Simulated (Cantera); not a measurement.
An adiabatic, constant-volume homogeneous reactor starts with CH₄ : H₂ : O₂ : N₂ = 1 : 0.3 : 1.79 : 6.74 (molar parts), at 1398 K and 0.440 bar. Integrator tolerance rtol = 1e-08.

Detailed kinetics in Cantera: GRI-Mech 3.0 (53 species, 325 reactions).

Task: What does this change do: constant pressure in place of constant volume?

Result: 
```
quantity                                                            before                                    after
---------------------------------  ---------------------------------------  ---------------------------------------
time of steepest temperature rise                                  1.56 ms                                  1.68 ms
temperature at 3.00 s                                               2840 K                                   2671 K
equilibrium temperature                                             2840 K                                   2671 K
x(CH₄) at 3.00 s                     <1e-12 (gas-phase equilibrium <1e-12)    <1e-12 (gas-phase equilibrium <1e-12)
x(H₂) at 3.00 s                      0.0415 (gas-phase equilibrium 0.0415)    0.0376 (gas-phase equilibrium 0.0376)
x(O₂) at 3.00 s                    0.00984 (gas-phase equilibrium 0.00984)  0.00769 (gas-phase equilibrium 0.00769)
x(CO₂) at 3.00 s                     0.0334 (gas-phase equilibrium 0.0334)    0.0389 (gas-phase equilibrium 0.0389)
x(HCO) at 3.00 s                   1.06e-7 (gas-phase equilibrium 1.06e-7)  4.25e-8 (gas-phase equilibrium 4.25e-8)
x(OH) at 3.00 s                      0.0218 (gas-phase equilibrium 0.0218)    0.0166 (gas-phase equilibrium 0.0166)
x(NO) at 3.00 s                    0.00761 (gas-phase equilibrium 0.00761)  0.00530 (gas-phase equilibrium 0.00530)
```

Task: What does this change do: O2 1.79 to 2.4 parts?

Result: 
```
quantity                                                            before                                    after
---------------------------------  ---------------------------------------  ---------------------------------------
time of steepest temperature rise                                  1.56 ms                                  1.11 ms
temperature at 3.00 s                                               2840 K                                   2867 K
equilibrium temperature                                             2840 K                                   2867 K
x(CH₄) at 3.00 s                     <1e-12 (gas-phase equilibrium <1e-12)    <1e-12 (gas-phase equilibrium <1e-12)
x(H₂) at 3.00 s                      0.0415 (gas-phase equilibrium 0.0415)    0.0237 (gas-phase equilibrium 0.0237)
x(O₂) at 3.00 s                    0.00984 (gas-phase equilibrium 0.00984)    0.0389 (gas-phase equilibrium 0.0389)
x(CO₂) at 3.00 s                     0.0334 (gas-phase equilibrium 0.0334)    0.0445 (gas-phase equilibrium 0.0445)
x(HCO) at 3.00 s                   1.06e-7 (gas-phase equilibrium 1.06e-7)  6.39e-8 (gas-phase equilibrium 6.39e-8)
x(OH) at 3.00 s                      0.0218 (gas-phase equilibrium 0.0218)    0.0332 (gas-phase equilibrium 0.0332)
x(NO) at 3.00 s                    0.00761 (gas-phase equilibrium 0.00761)    0.0153 (gas-phase equilibrium 0.0153)
```
